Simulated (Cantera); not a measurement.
A perfectly stirred reactor is fed with 0.316 % CO, 0.742 % O2, 0.0494 % H2O, 98.9 % N2, equivalence ratio 0.21, at 0.510 bar; it is held at 1300 K, and followed from long to short residence time.

Cantera simulation using GRI-Mech 3.0 (53 species, 325 reactions); the numbers are that mechanism's predictions, not measurements.

x: mole fraction; the columns are a selection and need not sum to one.

| τ (s) | x CO | x O2 | x H2O | x H2O2 | x NO2 | x CO2 | x H |
|---|---|---|---|---|---|---|---|
| 0.46 | 0.000274 | 0.00595 | 0.000481 | 2.79e-9 | 1.37e-9 | 0.00290 | 6.24e-6 |
| 0.29 | 0.000367 | 0.00599 | 0.000477 | 3.45e-9 | 9.88e-10 | 0.00280 | 9.35e-6 |
| 0.18 | 0.000493 | 0.00604 | 0.000472 | 4.21e-9 | 7.12e-10 | 0.00268 | 1.39e-5 |
| 0.11 | (withheld) | 0.00611 | 0.000466 | (withheld) | 5.17e-10 | 0.00251 | (withheld) |
| 0.072 | 0.000845 | 0.00619 | 0.000460 | 5.67e-9 | 3.99e-10 | 0.00232 | 2.77e-5 |
| 0.045 | 0.00110 | 0.00630 | 0.000453 | 6.27e-9 | 3.00e-10 | 0.00207 | 3.69e-5 |
| 0.028 | 0.00140 | 0.00643 | 0.000447 | 6.65e-9 | 2.20e-10 | 0.00177 | 4.61e-5 |
| 0.018 | 0.00172 | 0.00658 | 0.000443 | 6.70e-9 | 1.56e-10 | 0.00145 | 5.22e-5 |
| 0.011 | 0.00210 | 0.00676 | 0.000443 | 6.29e-9 | 9.36e-11 | 0.00106 | 5.24e-5 |
| 0.0069 | (withheld) | 0.00695 | 0.000451 | (withheld) | 4.60e-11 | (withheld) | (withheld) |
| 0.0044 | 0.00277 | 0.00713 | 0.000464 | 3.75e-9 | 1.62e-11 | 0.000398 | 2.74e-5 |

Task: Some entries are withheld; supply them.

Result: 
- 0.11, x CO: 0.000662
- 0.11, x H2O2: 5.02e-9
- 0.11, x H: 2.05e-5
- 0.0069, x CO: 0.00246
- 0.0069, x H2O2: 5.33e-9
- 0.0069, x CO2: 0.000705
- 0.0069, x H: 4.34e-5
